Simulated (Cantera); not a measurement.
A Cantera script and what it prints.

```python
import numpy as np
import cantera as ct

gas_names = """
    CL CL2 Fe FeCL FeCL2 FeCL3 Fe2CL4 Fe2CL6 H HCL H2
""".split()
cond_names = """
    Fe(a) Fe(c) Fe(d) Fe(L) FeCL2(s) FeCL2(L) FeCL3(s) FeCL3(L)
""".split()


# ... load() reads the species with a 1 bar reference pressure and builds the phases ...
atoms = {
    'Fe': {'Fe': 1},
    'Cl2': {'CL': 2},
    'H2': {'H': 2},
}
top_T = {}  # K; cautious upper limits of use, not melting points


# ... equilibrate(T, P, feed) seeds the gas with the atoms and calls Mixture.equilibrate('TP', solver="vcs", rtol=1e-11, max_steps=5000) ...
results = []
feed = {'Fe': 1, 'Cl2': 0.052, 'H2': 0.076}  # mol
P = 1333.22  # Pa
for T in [798, 873, 948, 1023, 1098, 1173, 1248, 1323, 1398, 1473, 1548, 1623, 1698, 1773]:
    mix = equilibrate(T, P, feed)
    results.append((T, P, feed, dict(zip(mix.species_names, mix.species_moles))))

top = {s: max(r[3][s] / sum(r[3][g] for g in gas_names) for r in results) for s in gas_names}
cols = sorted((s for s in top if top[s] > 1e-06), key=lambda s: -top[s])[:6]
seen = [c for c in cond_names if any(r[3].get(c, 0) > 1e-12 for r in results)]
print("log10 of partial pressures in bar; condensed amounts in mol")
print(f"{'T/K':>10s}" + "".join(f"{s[:9]:>10s}" for s in cols + seen))
for T, P, feed, n in results:
    ng = sum(n[g] for g in gas_names)
    print(f"{T:10.4g}" + "".join(f"{np.log10(max(n[s] / ng * P / 1e5, 1e-99)):10.3f}" for s in cols)
          + "".join(f"{n.get(c, 0):10.4g}" for c in seen))
```

Output:

```
log10 of partial pressures in bar; condensed amounts in mol
       T/K        H2       HCL     FeCL2    Fe2CL4         H        Fe     Fe(a)     Fe(c)     Fe(d)  FeCL2(s)
       798    -2.038    -2.390    -4.058    -5.157   -12.593   -19.257    0.9618         0         0   0.03748
       873    -2.330    -2.125    -2.994    -3.842   -11.495   -16.942    0.9818         0         0  0.006453
       948    -2.365    -2.137    -2.784    -4.101   -10.463   -14.999    0.9828         0         0         0
      1023    -2.342    -2.169    -2.704    -4.518    -9.554   -13.348    0.9805         0         0         0
      1098    -2.322    -2.199    -2.650    -4.909    -8.768   -11.934    0.9783         0         0         0
      1173    -2.305    -2.227    -2.612    -5.263    -8.081   -10.707    0.9764         0         0         0
      1248    -2.290    -2.253    -2.582    -5.582    -7.476    -9.633         0    0.9748         0         0
      1323    -2.278    -2.276    -2.558    -5.868    -6.939    -8.682         0    0.9734         0         0
      1398    -2.268    -2.298    -2.538    -6.126    -6.459    -7.836         0    0.9722         0         0
      1473    -2.259    -2.317    -2.522    -6.359    -6.027    -7.078         0    0.9711         0         0
      1548    -2.252    -2.335    -2.508    -6.571    -5.637    -6.395         0    0.9702         0         0
      1623    -2.245    -2.352    -2.496    -6.764    -5.283    -5.777         0    0.9694         0         0
      1698    -2.240    -2.367    -2.487    -6.942    -4.960    -5.215         0         0    0.9686         0
      1773    -2.236    -2.381    -2.479    -7.106    -4.664    -4.704         0         0    0.9679         0
```

Method: chemical equilibrium by Gibbs-energy minimisation in Cantera with the NASA 1993 tables (ideal gas, pure condensed phases).
